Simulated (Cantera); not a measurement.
**Stirred combustor or abatement burner**

A perfectly stirred reactor is fed with CO : H2 : CH4 : O2 : N2 = 1 : 0.66 : 0.27 : 1.9 : 7.15 (molar parts), equivalence ratio 0.72, at 1000000 Pa; it is adiabatic with a 325 K inlet, and is followed from long to short residence time, starting on the burning branch (τ in s: 0.21, 0.057, 0.016, 0.0043, 0.0012, 0.00032, 8.7e-05, 2.4e-05, 6.5e-06).

Detailed kinetics in Cantera: GRI-Mech 3.0 (53 species, 325 reactions).

```csv
τ (s),T (K),x CO,x H2,x CH4,x NO,x CH2
0.21,2064,0.000419,7.96e-5,2.11e-7,0.00135,1.36e-9
0.057,2065,0.000502,8.95e-5,7.40e-7,0.000507,4.98e-9
0.016,2063,0.000754,0.000119,2.34e-6,0.000192,1.72e-8
0.0043,2056,0.00150,0.000209,6.74e-6,8.95e-5,5.89e-8
0.0012,2039,0.00327,0.000425,1.67e-5,5.63e-5,1.78e-7
0.00032,2000,0.00743,0.000916,4.19e-5,3.76e-5,4.95e-7
8.7e-5,1919,0.0165,0.00189,0.000115,2.26e-5,1.18e-6
2.4e-5,325,0.0911,0.0601,0.0246,<1e-12,<1e-12
6.5e-6,325,0.0911,0.0601,0.0246,<1e-12,<1e-12
```
x: mole fraction; the columns are a selection and need not sum to one.
